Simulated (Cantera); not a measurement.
An isothermal, constant-pressure homogeneous reactor starts with 3.29 % CH4, 96.7 % H2, 0.0551 % N2, at 1675 K and 73.5 Torr.

Model: GRI-Mech 3.0 (53 species, 325 reactions), integrated in Cantera. GRI-Mech 3.0 stops at C3 and has no aromatics, soot or wall deposition, so with more carbon than oxygen in the feed, carbon stays in small species such as C2H2 where larger ones or solid carbon would form.

Problem. Predict: x(CH4) at 9.00 s; x(H2) at 9.00 s; x(C2H) at 9.00 s; x(C2H6) at 9.00 s; x(H) at 9.00 s.

Solution. 
- x(CH4) at 9.00 s = 0.00247 (gas-phase equilibrium 0.00180)
- x(H2) at 9.00 s = 0.982 (gas-phase equilibrium 0.982)
- x(C2H) at 9.00 s = 2.72e-8 (gas-phase equilibrium 2.71e-8)
- x(C2H6) at 9.00 s = 3.08e-8 (gas-phase equilibrium 2.08e-8)
- x(H) at 9.00 s = 0.000369 (gas-phase equilibrium 0.000370)
